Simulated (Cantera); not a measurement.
A closed system holds: 1 mol borazine, 0.18 mol O2, 11 mol H2, at 1723 K and 1.33 mbar.

Equilibrium computed with Cantera from the NASA thermochemical tables; the gas is ideal and each condensed phase is pure. The feed counts by its element totals alone. The tables' values for BH2 are old estimates; treat these amounts as uncertain. The numbers say what is thermodynamically allowed, not how fast it happens.

```tsv
species	before	after
H2	0.960	0.991
N2	0.0124	0.00843
H2O	6.95e-6	0.000215
HBO	0.0193	2.28e-7
H	0.00489	5.87e-8
HBO2	7.70e-5	1.01e-5
BO	0.00192	<1e-9
B2O2	0.00172	<1e-9
B2O3	5.38e-5	2.28e-9
BH2	1.69e-5	<1e-9
BN(s), mol	2.64	2.76
B2O3(l), mol	0	0.119
```
Gas species are given as mole fractions.

Name the change that produced these shifts.
(A) O2 from 0.18 to 9.1 mol
(B) temperature from 1723 K to 998 K
(C) temperature from 1723 K to 1400 K
(D) pressure from 1.33 mbar to 0.100 bar

B, temperature from 1723 K to 998 K
